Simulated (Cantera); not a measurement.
A perfectly stirred reactor is fed with 37.0 % NH₃, 63.0 % H₂, at 0.0799 atm; it is held at 2300 K, and followed from long to short residence time.

Computed with Cantera and the gas-phase N/H chemistry of the illustrative SiF4/NH3 mechanism in the Surface Chemkin manual (1991). Walls and surfaces, which speed up NH3 decomposition in real reactors, are not modelled.

One state of this run: x NH₃ = 0.246; x H₂ = 0.706; x N₂H₄ = 1.32e-8; x N = 6.99e-6; x NH = 7.45e-5. x: mole fraction; the columns are a selection and need not sum to one.

**Question.** Which value of τ (s) does it belong to?
A) 0.70
B) 0.0052
C) 0.027
D) 0.012

**Answer.** D, 0.012
